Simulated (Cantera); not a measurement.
Input (Python, Cantera):

```python
import numpy as np
import cantera as ct

gas = ct.Solution("gri30.yaml")
gas.TPX = 673, 29000, {'CH3OH': 1, 'O2': 1, 'N2': 2.5}
flame = ct.FreeFlame(gas, width=0.095)
flame.set_refine_criteria(ratio=3, slope=0.08, curve=0.16)
flame.transport_model = "mixture-averaged"
flame.solve(loglevel=0, auto=True)
z, T = flame.grid, flame.T
thick = (T[-1] - T[0]) / np.gradient(T, z).max()
show = ['CH3OH', 'O2', 'NO', 'CH4', 'OH', 'HCN']
print(f"laminar burning velocity  {flame.velocity[0] * 100:.3f} cm/s")
print(f"burnt temperature         {T[-1]:.1f} K")
print(f"thermal thickness         {thick * 1e3:.4f} mm")
print(f"grid points               {len(z)}")
z0 = z[flame.heat_release_rate.argmax()]
print(f"{'z/mm':>9s}{'T/K':>9s}{'u/(m/s)':>9s}" + "".join(f"{s:>11s}" for s in show))
rows = []
for k in (-3, -2, -1.5, -1, -0.5, -0.25, 0, 0.25, 0.5, 1, 2, 4, 8):
    zz = z0 + k * thick
    rows.append([k * thick, np.interp(zz, z, T), np.interp(zz, z, flame.velocity),
                 *(np.interp(zz, z, flame.X[gas.species_index(s)]) for s in show)])
    print(f"{rows[-1][0] * 1e3:9.3f}{rows[-1][1]:9.1f}{rows[-1][2]:9.3f}" + "".join(f"{x:11.3e}" for x in rows[-1][3:]))
```

Result:

```
laminar burning velocity  272.096 cm/s
burnt temperature         2412.6 K
thermal thickness         0.5501 mm
grid points               137
     z/mm      T/K  u/(m/s)      CH3OH         O2         NO        CH4         OH        HCN
   -1.650    673.4    2.741  2.207e-01  2.206e-01  9.831e-11  3.130e-07  1.822e-14  3.397e-11
   -1.100    676.0    2.777  2.184e-01  2.182e-01  6.789e-10  1.924e-06  9.004e-13  2.911e-10
   -0.825    686.1    2.853  2.152e-01  2.146e-01  3.051e-09  7.615e-06  2.767e-11  1.601e-09
   -0.550    752.5    3.211  2.047e-01  2.039e-01  2.196e-08  4.229e-05  6.439e-09  1.449e-08
   -0.275   1114.9    5.071  1.526e-01  1.621e-01  2.217e-07  2.436e-04  7.954e-06  1.408e-07
   -0.138   1506.3    7.243  8.411e-02  1.173e-01  6.428e-07  4.946e-04  3.002e-04  3.601e-07
    0.000   1887.1    9.594  1.701e-02  7.424e-02  1.432e-06  6.862e-04  2.284e-03  7.908e-07
    0.138   2044.8   10.598  7.299e-04  4.615e-02  2.445e-06  3.769e-04  5.895e-03  1.249e-06
    0.275   2083.6   10.810  8.998e-06  2.725e-02  3.427e-06  9.633e-05  9.534e-03  1.226e-06
    0.550   2112.0   10.914  5.843e-09  1.102e-02  4.843e-06  2.801e-06  1.273e-02  6.793e-07
    1.100   2135.8   10.971  7.943e-12  5.935e-03  6.532e-06  3.765e-09  1.330e-02  1.694e-07
    2.200   2161.0   11.060  1.312e-15  5.000e-03  8.909e-06  2.526e-13  1.303e-02  1.527e-08
    4.401   2196.5   11.209  7.158e-16  4.345e-03  1.329e-05  9.300e-15  1.256e-02  5.610e-10
```

Detailed kinetics in Cantera: GRI-Mech 3.0 (53 species, 325 reactions). GRI-Mech 3.0 was tuned for natural gas; its chemistry of methanol as a main component is partial and can be far from experiment. Burning velocities carry a grid error of a few per cent, more on coarse grids.
